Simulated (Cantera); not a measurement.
Mixture: 4.79 % CH₄, 20.0 % O₂, 75.2 % N₂, at 5.00 bar, adiabatic and at constant volume. Ignition delay is the time to a rise of 400 K.

Cantera simulation using GRI-Mech 3.0 (53 species, 325 reactions); the numbers are that mechanism's predictions, not measurements.

Task: Predict: delay at 1050 K; delay at 1150 K; delay at 1250 K; delay at 1350 K; delay at 1450 K; apparent activation energy between 1350 and 1450 K.

Result: 
```
Item                                                     Value
--------------------------------------------------  ----------
delay at 1050 K                                        58.5 ms
delay at 1150 K                                        13.3 ms
delay at 1250 K                                        3.61 ms
delay at 1350 K                                        1.12 ms
delay at 1450 K                                       0.394 ms
apparent activation energy between 1350 and 1450 K  170 kJ/mol
```
